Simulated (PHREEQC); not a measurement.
A PHREEQC speciation (ion-association model, phreeqc.dat) at 80 °C gives pH 8.88 and these molalities:

```json
[
 {"species": "Li+", "mol/kgw": "0.221"},
 {"species": "SO4-2", "mol/kgw": "0.0994"},
 {"species": "LiSO4-", "mol/kgw": "0.0210"},
 {"species": "HCO3-", "mol/kgw": "0.000773"},
 {"species": "Na+", "mol/kgw": "0.000409"},
 {"species": "OH-", "mol/kgw": "0.000306"},
 {"species": "CO3-2", "mol/kgw": "0.000133"},
 {"species": "NaSO4-", "mol/kgw": "5.85e-5"},
 {"species": "NaCO3-", "mol/kgw": "2.41e-6"},
 {"species": "CO2", "mol/kgw": "1.43e-6"},
 {"species": "NaHCO3", "mol/kgw": "6.16e-8"}
]
```

Question: What are the element totals, and what could have been dissolved in 1 kg of water to give them?

Answer: One answer among several that fit: totals C(4) 0.000910, Li 0.242, Na 0.000470, S(6) 0.120 mol/kgw, from 120 mmol/kgw Li2SO4, 0.47 mmol/kgw NaHSO4 and 0.91 mmol/kgw Li2CO3.

Precipitation was switched off in this run. Constants without temperature data keep their 25 °C values here.
